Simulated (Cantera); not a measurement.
Cantera run, input and output.

```python
import numpy as np
import cantera as ct

gas = ct.Solution("gri30.yaml", transport_model="multicomponent")
show = ['CO2', 'H', 'CH3']

rows = []
print(f"{'T/K':>7s}{'rho':>11s}{'cp':>10s}{'mu':>11s}{'lambda':>11s}{'Pr':>7s}" + "".join(f"{'D_' + s:>11s}" for s in show))
for T in [400, 650, 900, 1150, 1400, 1650]:
    gas.TPX = T, 950000, {'O2': 0.39, 'CO2': 0.74}
    Pr = gas.cp_mass * gas.viscosity / gas.thermal_conductivity
    D = [gas.mix_diff_coeffs_mole[gas.species_index(s)] for s in show]
    rows.append([gas.density, gas.cp_mass, gas.viscosity, gas.thermal_conductivity, Pr, *D])
    print(f"{T:7g}{gas.density:11.4e}{gas.cp_mass:10.1f}{gas.viscosity:11.4e}"
          f"{gas.thermal_conductivity:11.4e}{Pr:7.3f}" + "".join(f"{d:11.4e}" for d in D))
print("SI units: kg/m3, J/kg/K, Pa s, W/m/K, m2/s")
```

It prints:

```
    T/K        rho        cp         mu     lambda     Pr      D_CO2        D_H      D_CH3
    400 1.1387e+01     938.9 2.1371e-05 2.7871e-02  0.720 2.8154e-06 1.9347e-05 3.4088e-06
    650 7.0073e+00    1079.1 3.1498e-05 4.6835e-02  0.726 6.6236e-06 4.5665e-05 8.0446e-06
    900 5.0609e+00    1167.7 3.9950e-05 6.4138e-02  0.727 1.1564e-05 7.9847e-05 1.4065e-05
   1150 3.9607e+00    1224.8 4.7391e-05 7.9766e-02  0.728 1.7496e-05 1.2091e-04 2.1298e-05
   1400 3.2534e+00    1263.7 5.4149e-05 9.4073e-02  0.727 2.4331e-05 1.6823e-04 2.9633e-05
   1650 2.7605e+00    1291.6 6.0411e-05 1.0735e-01  0.727 3.2009e-05 2.2138e-04 3.8994e-05
SI units: kg/m3, J/kg/K, Pa s, W/m/K, m2/s
```

Cantera simulation using GRI-Mech 3.0 (53 species, 325 reactions); the numbers are that mechanism's predictions, not measurements.
